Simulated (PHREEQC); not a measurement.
A made-up water analysis in mg/L, 25 °C, pH 3.8, pe 11.9:

| constituent | mg/L |
|---|---|
| Na | 259 |
| K | 46.7 |
| Ca | 33.2 |
| Mg | 22.4 |
| Cl | 128 |
| S(6) as SO4 | 717 |
| Zn | 1.57 |
| Al | 24.9 |

Valence states are taken as typed.

Equilibrium calculation in PHREEQC: ion-association model, wateq4f.dat.

| quantity | before | after |
|---|---|---|
| ionic strength (mol/kgw) | 0.0236 | 0.0230 |
| SO4-2 (mol/kgw) | 0.00587 | 0.00570 |
| AlSO4+ (mol/kgw) | 0.000676 | 0.000684 |
| Mg+2 (mol/kgw) | 0.000640 | 0.000551 |
| Ca+2 (mol/kgw) | 0.000605 | 0.000585 |
| MgSO4 (mol/kgw) | 0.000282 | 0.000372 |
| SI of Gibbsite (Al(OH)3) | -0.96 | +0.01 |
| SI of Gypsum (CaSO4:2H2O) | -1.37 | -1.38 |

Q: Name the change that produced these shifts.
(A) temperature from 25 to 45 °C at the same typed pH
(B) all concentrations times 4 at the same typed pH
(C) S(6) from 717 to 2150 mg/L

A: A, temperature from 25 to 45 °C at the same typed pH

Precipitation was switched off in this run. Constants without temperature data keep their 25 °C values here.
